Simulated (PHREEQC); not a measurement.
Consider water at 43 °C with 0.006 mol HCl, 0.073 mol Rb2SO4 and 0.0095 mol MnSO4 per kg of water. Closed to the air; pH follows from the charge balance.

All values are PHREEQC results (ion-association model, wateq4f.dat), not measurements.

This is a speciation only: nothing precipitates in the calculation.

Task: Order these Mn species by the share of Mn that they hold, largest first: MnCl+, MnSO4, Mn+2.

Result: MnSO4 (58 %), Mn+2 (42 %), MnCl+ (0.30 %)

Task: Order these S species by the share of S that they hold, largest first: SO4-2, MnSO4, HSO4-.

Result: SO4-2 (88 %), MnSO4 (6.6 %), HSO4- (5.5 %)

The pH is 2.94 and the ionic strength 0.232 mol/kgw. Species that the database lacks are ignored. Away from 25 °C the constants follow the database's enthalpies or fits; those with neither stay at their 25 °C values.
